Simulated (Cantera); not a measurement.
## Stirred combustor or abatement burner

A perfectly stirred reactor is fed with 6.56 % CH4, 0.374 % H2, 13.7 % O2, 66.9 % N2, 12.5 % H2O, at 1.28 atm; it is adiabatic with a 575 K inlet, and is followed from long to short residence time, starting on the burning branch (τ in s: 0.057, 0.023, 0.0093, 0.0037, 0.0015, 0.00061, 0.00025, 9.9e-05, 4e-05, 1.6e-05).

Detailed kinetics in Cantera: GRI-Mech 3.0 (53 species, 325 reactions).

```
τ (s)    T (K)     x CH4     x H2     x O2   x H2O2   x C2H4
-------  -----  --------  -------  -------  -------  -------
0.057     1943   1.09e-5  0.00242  0.00612  9.10e-8  4.76e-9
0.023     1926   1.96e-5  0.00340  0.00707  1.29e-7  1.23e-8
0.0093    1902   3.55e-5  0.00470  0.00836  1.84e-7  2.95e-8
0.0037    1870   6.68e-5  0.00637   0.0101  2.64e-7  7.11e-8
0.0015    1830  0.000131  0.00830   0.0124  3.73e-7  1.79e-7
0.00061   1778  0.000280   0.0104   0.0155  5.25e-7  5.40e-7
0.00025   1708  0.000741   0.0122   0.0207  7.26e-7  2.59e-6
9.9e-5     575    0.0656  0.00374    0.137   <1e-12   <1e-12
4.0e-5     575    0.0656  0.00374    0.137   <1e-12   <1e-12
1.6e-5     575    0.0656  0.00374    0.137   <1e-12   <1e-12
```
x: mole fraction; the columns are a selection and need not sum to one.
